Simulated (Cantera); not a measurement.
# Equilibrium for thermal oxidation and active oxidation of silicon: Si + CO2 + H2

A closed system holds: 1 mol Si, 0.02 mol CO2, 18 mol H2, at 0.120 bar.

Cantera equilibrium calculation (NASA polynomials, part measured and part estimated; ideal gas, pure solids and liquids). Candidate condensed phases: C, C6H6, C7H8, C8H18, H2O, Si, SiC, SiO2; 123 gas species. Mutual solubility and eutectic melting of coexisting phases are not modelled. The tables hold silica as quartz up to 1696 K and as liquid above; real silica turns to tridymite and cristobalite and melts near 1996 K. Gases not in the tables: Si2H6 and higher silanes. Equilibrium is a limit: real reactors are often held back by kinetics, nucleation or transport.

| T (K) | x H2 | x H | x SiO | x Si | x CO | x SiH | x SiH2 | n Si(s) | n SiC(s) | n SiO2(β-quartz) | n Si(l) |
|---|---|---|---|---|---|---|---|---|---|---|---|
| 1075 | 1.000 | 4.24e-8 | 7.96e-8 | <1e-12 | 2.57e-10 | <1e-12 | 7.12e-10 | 0.960 | 0.0199 | 0.0200 | 0 |
| 1175 | 1.000 | 3.54e-7 | 2.14e-6 | 4.46e-12 | 1.30e-8 | 2.73e-11 | 7.10e-9 | 0.960 | 0.0199 | 0.0200 | 0 |
| 1275 | 1.000 | 2.13e-6 | 3.40e-5 | 1.61e-10 | 3.55e-7 | 5.31e-10 | 4.94e-8 | 0.960 | 0.0199 | 0.0197 | 0 |
| 1375 | 1.000 | 9.89e-6 | 0.000358 | 3.42e-9 | 5.93e-6 | 6.67e-9 | 2.58e-7 | 0.957 | 0.0198 | 0.0167 | 0 |
| 1475 | 0.998 | 3.74e-5 | 0.00216 | 4.79e-8 | 5.34e-5 | 5.91e-8 | 1.08e-6 | 0.942 | 0.0190 | 0 | 0 |
| 1575 | 0.998 | 0.000120 | 0.00214 | 4.78e-7 | 7.52e-5 | 3.96e-7 | 3.75e-6 | 0.943 | 0.0186 | 0 | 0 |
| 1675 | 0.997 | 0.000335 | 0.00212 | 3.62e-6 | 0.000101 | 2.10e-6 | 1.12e-5 | 0.943 | 0.0181 | 0 | 0 |
| 1775 | 0.997 | 0.000834 | 0.00203 | 1.83e-5 | 0.000181 | 7.76e-6 | 2.50e-5 | 0 | 0.0167 | 0 | 0.946 |
| 1875 | 0.996 | 0.00189 | 0.00190 | 7.55e-5 | 0.000312 | 2.42e-5 | 4.95e-5 | 0 | 0.0143 | 0 | 0.949 |
| 1975 | 0.993 | 0.00394 | 0.00172 | 0.000269 | 0.000489 | 6.69e-5 | 9.13e-5 | 0 | 0.0109 | 0 | 0.950 |
| 2075 | 0.989 | 0.00765 | 0.00151 | 0.000849 | 0.000701 | 0.000167 | 0.000158 | 0 | 0.00641 | 0 | 0.943 |
x: gas mole fraction; n: condensed amount in mol.

From 1075 K to 1375 K the condensed part is Si(s) + SiC(s) + SiO2(β-quartz). From 1475 K to 1675 K the condensed part is Si(s) + SiC(s). From 1775 K to 2075 K the condensed part is Si(l) + SiC(s). The main Si-bearing gas is SiO throughout.
